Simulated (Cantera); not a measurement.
A closed system holds: 1 mol KCl, 0.22 mol HF, 9.2 mol H₂, equilibrated at 1.00 Torr.

Method: chemical equilibrium by Gibbs-energy minimisation in Cantera with the NASA 1993 tables (ideal gas, pure condensed phases). Candidate condensed phases: K, KCl, KF, KHF₂; 23 gas species. Rates play no part.

Task: At 1575 K, list the 7 most abundant gas species with their mole fractions, and the condensed phases.

Result: H₂ 0.877, KCl 0.0891, HF 0.0195, HCl 0.00658, K 0.00503, KF 0.00155, H 0.00107. Condensed: gas only.
